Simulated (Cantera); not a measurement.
Input: 1 mol PbO, 34 mol H2, 0.18 mol H2O, held at 800 °C and 0.000420 bar.

Cantera equilibrium calculation (NASA polynomials, part measured and part estimated; ideal gas, pure solids and liquids). Candidate condensed phases: H2O, Pb, PbO, PbO2, Pb3O4; 12 gas species. Rates play no part.

Base state: H2 0.938, H2O 0.0335, Pb 0.0284 (mole fractions); condensed: gas only.

**Question.** What changes in the equilibrium state with this change: pressure from 0.000420 bar to 0.133 bar?

**Answer.** 
```tsv
species	before	after
H2	0.938	0.965
H2O	0.0335	0.0345
Pb	0.0284	0.000548
Pb(l), mol	0	0.981
```

**Question.** What changes in the equilibrium state with this change: PbO replaced by Fe2O3?

**Answer.** 
```tsv
species	before	after
H2	0.938	0.907
H2O	0.0335	0.0930
Pb	0.0284	0
Fe(α), mol	0	2.00
```
Further candidate phases: Fe, FeO, Fe(OH)2, Fe(OH)3, Fe2O3, Fe3O4.

**Question.** What changes in the equilibrium state with this change: pressure from 0.000420 bar to 1.20 bar?

**Answer.** 
```tsv
species	before	after
H2	0.938	0.965
H2O	0.0335	0.0345
Pb	0.0284	6.09e-5
Pb(l), mol	0	0.998
```
